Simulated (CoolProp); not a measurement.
Vapour-liquid equilibrium of hydrogen sulfide (1) + n-pentane (2) at 319 K; x and y are mole fractions of (1).

Computed with CoolProp (multi-fluid Helmholtz-energy mixture model, Lemmon 2006 and Thol 2019; pair parameters Kunz 2012).

| x | bubble pressure, mixture model (kPa) | bubble pressure, Raoult's law (kPa) | y, mixture model | y, Raoult's law |
|---|---|---|---|---|
| 0.05 | 293.6 | 295.5 | (withheld) | 0.550 |
| 0.2 | 844.7 | 762.5 | 0.842 | 0.853 |
| 0.35 | (withheld) | 1229 | 0.908 | 0.926 |
| 0.5 | 1805 | 1696 | 0.934 | 0.959 |
| 0.65 | 2170 | 2163 | 0.952 | 0.977 |
| 0.8 | 2563 | 2630 | (withheld) | 0.989 |
| 0.95 | 3061 | 3097 | 0.992 | 0.998 |

Problem. Fill in the missing entries.

Solution. 
- 0.05, y, mixture model: 0.526
- 0.35, bubble pressure, mixture model (kPa): 1377
- 0.8, y, mixture model: 0.969

The largest gap from Raoult's law is +12.0 % in bubble pressure, at x = 0.35. No azeotrope shows between x = 0.05 and 0.95.

Pair parameters are fitted to limited data, so mixtures are less certain than the pure fluids. The gap from Raoult's law changes sign with composition, which may be real or a fault of the pair parameters; it wasn't checked against measurements.
